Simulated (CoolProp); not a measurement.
CHF3 (R23) at several states: density (kg/m³) from the reference equation and from simpler models built on Tc = 26.1 °C, pc = 4832 kPa, ω = 0.263; each cubic takes its own stable root.

Computed with CoolProp (reference Helmholtz-energy equation of state, Penoncello 2003).

```tsv
T (°C)	p (kPa)	phase	reference
64.55	18200	supercritical	866.5
-119.55	6950	liquid	1592
19.45	364	gas	10.80
186.75	2640	gas	50.24
```

Q: How far does each simpler model (van der Waals, Redlich-Kwong, Soave-Redlich-Kwong) lie from the reference over these 4 states: mean and median of the absolute difference, and the worst?

A: 
- van der Waals: mean 17.7 %, median 13.3 %, worst -43.3 % at -119.55 °C and 6950 kPa
- Redlich-Kwong: mean 7.6 %, median 6.6 %, worst -16.8 % at -119.55 °C and 6950 kPa
- Soave-Redlich-Kwong: mean 8.1 %, median 8.0 %, worst -16.2 % at 64.55 °C and 18200 kPa
